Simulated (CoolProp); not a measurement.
Vapour-liquid equilibrium of CH2F2 (R32) (1) + R236EA (2) at 7.02 bar; x and y are mole fractions of (1).

Computed with CoolProp (multi-fluid Helmholtz-energy mixture model, Tillner-Roth 1997 and Rui 2013; pair parameters Bell 2016).

```json
[
 {"x": "0.05", "bubble temperature, mixture model (K)": "332.6", "bubble temperature, Raoult's law (K)": "329.6", "y, mixture model": "0.170", "y, Raoult's law": "0.259"},
 {"x": "0.125", "bubble temperature, mixture model (K)": "(withheld)", "bubble temperature, Raoult's law (K)": "318.6", "y, mixture model": "0.378", "y, Raoult's law": "0.503"},
 {"x": "0.2", "bubble temperature, mixture model (K)": "(withheld)", "bubble temperature, Raoult's law (K)": "309.9", "y, mixture model": "(withheld)", "y, Raoult's law": "0.652"},
 {"x": "0.275", "bubble temperature, mixture model (K)": "308.5", "bubble temperature, Raoult's law (K)": "302.9", "y, mixture model": "0.657", "y, Raoult's law": "0.750"},
 {"x": "0.35", "bubble temperature, mixture model (K)": "(withheld)", "bubble temperature, Raoult's law (K)": "297.0", "y, mixture model": "0.746", "y, Raoult's law": "0.817"},
 {"x": "0.425", "bubble temperature, mixture model (K)": "296.3", "bubble temperature, Raoult's law (K)": "292.0", "y, mixture model": "0.812", "y, Raoult's law": "0.865"},
 {"x": "0.5", "bubble temperature, mixture model (K)": "291.2", "bubble temperature, Raoult's law (K)": "287.7", "y, mixture model": "(withheld)", "y, Raoult's law": "0.900"},
 {"x": "0.575", "bubble temperature, mixture model (K)": "286.7", "bubble temperature, Raoult's law (K)": "283.9", "y, mixture model": "0.899", "y, Raoult's law": "0.926"},
 {"x": "0.65", "bubble temperature, mixture model (K)": "282.7", "bubble temperature, Raoult's law (K)": "280.5", "y, mixture model": "0.928", "y, Raoult's law": "0.947"},
 {"x": "0.725", "bubble temperature, mixture model (K)": "279.1", "bubble temperature, Raoult's law (K)": "277.5", "y, mixture model": "0.951", "y, Raoult's law": "0.963"},
 {"x": "0.8", "bubble temperature, mixture model (K)": "275.9", "bubble temperature, Raoult's law (K)": "274.8", "y, mixture model": "0.968", "y, Raoult's law": "0.976"},
 {"x": "0.875", "bubble temperature, mixture model (K)": "272.9", "bubble temperature, Raoult's law (K)": "272.3", "y, mixture model": "0.982", "y, Raoult's law": "0.987"},
 {"x": "0.95", "bubble temperature, mixture model (K)": "270.3", "bubble temperature, Raoult's law (K)": "270.0", "y, mixture model": "(withheld)", "y, Raoult's law": "0.995"}
]
```

**Question.** Fill in the missing entries.

**Answer.** 
- 0.125, bubble temperature, mixture model (K): 323.8
- 0.2, bubble temperature, mixture model (K): 315.7
- 0.2, y, mixture model: 0.538
- 0.35, bubble temperature, mixture model (K): 302.0
- 0.5, y, mixture model: 0.862
- 0.95, y, mixture model: 0.994

The largest gap from Raoult's law is +5.8 K in bubble temperature, at x = 0.2. No azeotrope shows between x = 0.05 and 0.95.

Pair parameters are fitted to limited data, so mixtures are less certain than the pure fluids.
